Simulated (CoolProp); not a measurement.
Properties of CH2F2 (R32) at several states.

The numbers come from the reference Helmholtz-energy equation of state, Tillner-Roth 1997 in CoolProp.

```
T (°C)  p (MPa)   phase       Z  Prandtl number  fugacity coefficient
------  -------  ------  ------  --------------  --------------------
84.35    0.0149     gas  0.9991           0.795                0.9991
-97.15    0.959  liquid     ___            4.54                   ___
141.95     1.25     gas  0.9536             ___                0.9549
```

Question: Some entries are withheld; supply them.

Answer: 
- -97.15, Z: 0.02558
- -97.15, fugacity coefficient: 0.005217
- 141.95, Prandtl number: 0.765

Viscosity comes from a separate model (Bell 2016), an estimate that may be off by 10 % or more. Thermal conductivity comes from a separate model (Huber 2003), an estimate that may be off by 10 % or more.
